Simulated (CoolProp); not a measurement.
Vapour-liquid equilibrium of R22 (1) + dimethyl ether (2) at 36.95 °C; x and y are mole fractions of (1).

Values from CoolProp's multi-fluid Helmholtz-energy mixture model, Kamei 1995 and Wu 2011; pair parameters Bell 2016.

```tsv
x	bubble pressure, mixture model (MPa)	bubble pressure, Raoult's law (MPa)	y, mixture model	y, Raoult's law
0.05	0.8136	0.8514	…	0.084
0.15	0.8021	0.9115	0.140	0.234
0.25	0.7989	0.9716	0.254	0.366
0.35	0.8087	1.032	0.382	0.483
0.45	…	1.092	0.519	0.586
0.55	0.8889	1.152	0.653	0.679
0.65	0.9685	1.212	…	0.763
0.75	1.076	1.272	0.869	0.839
0.85	1.208	1.332	0.939	0.908
0.95	1.351	1.393	0.984	0.971
```

**Question.** What belongs in the gaps?

**Answer.** 
- 0.05, y, mixture model: 0.043
- 0.45, bubble pressure, mixture model (MPa): 0.8369
- 0.65, y, mixture model: 0.773

The largest gap from Raoult's law is -23.4 % in bubble pressure, at x = 0.45. y crosses x between x = 0.15 and 0.25: the model has an azeotrope there.

The pair parameters rest on a limited set of measurements; away from them the model extrapolates.
